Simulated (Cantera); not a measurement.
Cantera run, input and output.

```python
import numpy as np
import cantera as ct

gas = ct.Solution("gri30.yaml")
gas.TPX = 1600, 1400000, {'CH3OH': 0.028, 'O2': 0.0038, 'N2': 1}
inlet = ct.Reservoir(gas, clone=True)

reactor = ct.IdealGasConstPressureReactor(gas, energy="off", clone=False)
exhaust = ct.Reservoir(gas, clone=True)
tau = [2, 0.85, 0.36, 0.15, 0.066, 0.028, 0.012, 0.0051, 0.0022, 0.00092, 0.00039][0]
for a, b in ((inlet, reactor), (reactor, exhaust)):
    ct.MassFlowController(a, b, mdot=lambda t: reactor.mass / tau)
net = ct.ReactorNet([reactor])
show = ['CH3OH', 'O2', 'CH2CO', 'NO', 'CO']

rows = []
print(f"{'tau/s':>10s}{'T/K':>9s}" + "".join(f"{s:>11s}" for s in show))
for tau in [2, 0.85, 0.36, 0.15, 0.066, 0.028, 0.012, 0.0051, 0.0022, 0.00092, 0.00039]:
    net.initial_time = 0.0
    net.advance(30 * tau)
    before = gas.X
    net.advance(40 * tau)
    drift = np.max(np.abs(gas.X - before) / (gas.X + 1e-9))
    rows.append([gas.T, *gas[show].X, drift])
    print(f"{tau:10.3e}{gas.T:9.1f}" + "".join(f"{x:11.3e}" for x in gas[show].X))
```

It prints:

```
     tau/s      T/K      CH3OH         O2      CH2CO         NO         CO
 2.000e+00   1600.0  1.465e-06  4.409e-06  9.008e-08  5.947e-11  2.244e-02
 8.500e-01   1600.0  3.267e-06  9.766e-06  1.344e-07  9.343e-11  2.237e-02
 3.600e-01   1600.0  6.933e-06  2.042e-05  1.987e-07  1.701e-10  2.251e-02
 1.500e-01   1600.0  1.356e-05  3.883e-05  2.772e-07  3.242e-10  2.289e-02
 6.600e-02   1600.0  2.239e-05  6.188e-05  3.379e-07  5.720e-10  2.340e-02
 2.800e-02   1600.0  3.321e-05  8.833e-05  3.627e-07  9.701e-10  2.391e-02
 1.200e-02   1600.0  4.658e-05  1.195e-04  3.724e-07  1.603e-09  2.425e-02
 5.100e-03   1600.0  6.930e-05  1.692e-04  4.290e-07  2.814e-09  2.441e-02
 2.200e-03   1600.0  1.123e-04  2.527e-04  5.702e-07  5.121e-09  2.445e-02
 9.200e-04   1600.0  2.039e-04  3.949e-04  8.445e-07  9.100e-09  2.436e-02
 3.900e-04   1600.0  4.156e-04  6.119e-04  1.324e-06  1.326e-08  2.404e-02
```

Cantera simulation using GRI-Mech 3.0 (53 species, 325 reactions); the numbers are that mechanism's predictions, not measurements. GRI-Mech 3.0 was tuned for natural gas; its chemistry of methanol as a main component is partial and can be far from experiment. The pressure lies above the range GRI-Mech 3.0 was tuned for (to about 10 atm).
